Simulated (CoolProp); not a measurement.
The numbers come from the reference Helmholtz-energy equation of state, Lemmon and Jacobsen 2000 in CoolProp.

Q: For R143a, give the phase and the cp (kJ/(kg K)), viscosity (µPa s), fugacity coefficient at 24.05 °C and 0.265 MPa.

A: 
- 24.05 °C and 0.265 MPa: gas; cp 0.975, viscosity 11.1, fugacity coefficient 0.956

Viscosity comes from a separate model (Klein 1997), an estimate that may be off by 10 % or more.
